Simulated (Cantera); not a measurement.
An isothermal, constant-pressure homogeneous reactor starts with N₂O : O₂ = 1 : 2.4 (molar parts), at 1598 K and 100000 Pa. Integrator tolerance rtol = 1e-08.

Computed with Cantera and GRI-Mech 3.0 (53 species, 325 reactions). GRI-Mech 3.0 was tuned for natural gas; its chemistry of N2O as a main component is partial and can be far from experiment. The temperature is held fixed by assumption; the heat of reaction is taken as removed at once.

### Question
What does this change do: temperature 1598 to 1275 K?

### Answer
```
quantity                                            before                                     after
----------------  ----------------------------------------  ----------------------------------------
x(N₂O) at 80.0 s   7.27e-7 (gas-phase equilibrium 7.02e-8)   1.86e-7 (gas-phase equilibrium 1.38e-8)
x(O₂) at 80.0 s        0.721 (gas-phase equilibrium 0.743)       0.731 (gas-phase equilibrium 0.743)
x(N₂) at 80.0 s        0.234 (gas-phase equilibrium 0.255)       0.243 (gas-phase equilibrium 0.256)
x(O) at 80.0 s     1.21e-5 (gas-phase equilibrium 1.23e-5)   9.61e-8 (gas-phase equilibrium 9.69e-8)
x(NO₂) at 80.0 s  0.000330 (gas-phase equilibrium 1.57e-5)  0.000569 (gas-phase equilibrium 8.17e-6)
x(NO) at 80.0 s     0.0441 (gas-phase equilibrium 0.00206)   0.0254 (gas-phase equilibrium 0.000362)
```
The mechanism lacks the step 2 NO + O2 → 2 NO2, which can matter for NO2 below about 1400 K.
